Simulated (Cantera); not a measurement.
Reactions in the system N-O-Zr

Standard-state values (1 bar) from the NASA 1993 polynomials, evaluated with Cantera. Values are per mole of reaction as written; species without (g) are pure solids or liquids, kept so even where they would boil at 1 bar. ZrN: taken at fixed stoichiometry.

ZrO2 + N(g) = 2 O(g) + ZrN

| T (K) | ΔH° (kJ) | ΔS° (J/K) | ΔG° (kJ) | log10 K | condensed phases |
|---|---|---|---|---|---|
| 2373 | 756.6 | 156.6 | 384.9 | -8.47 | ZrO2(tetragonal), ZrN(s) |
| 2423 | 757.1 | 156.8 | 377.1 | -8.13 | ZrO2(tetragonal), ZrN(s) |
| 2473 | 757.6 | 157.0 | 369.3 | -7.80 | ZrO2(tetragonal), ZrN(s) |
| 2523 | 758.1 | 157.2 | 361.4 | -7.48 | ZrO2(tetragonal), ZrN(s) |
| 2573 | 758.6 | 157.4 | 353.5 | -7.18 | ZrO2(tetragonal), ZrN(s) |
| 2623 | 759.2 | 157.6 | 345.7 | -6.88 | ZrO2(s), ZrN(s) |
| 2673 | 759.7 | 157.9 | 337.8 | -6.60 | ZrO2(s), ZrN(s) |
| 2723 | 760.3 | 158.1 | 329.9 | -6.33 | ZrO2(s), ZrN(s) |
